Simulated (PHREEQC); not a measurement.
Solution (15 °C): 84 mmol/kgw NaOH. Closed to the air; pH follows from the charge balance.

The numbers come from PHREEQC with the ion-association model, phreeqc.dat.

Precipitation was switched off in this run.

Question: Predict the pH, density, specific conductance.

Answer: pH 13.16; density 1.003 g/cm³; specific conductance 13800 µS/cm.
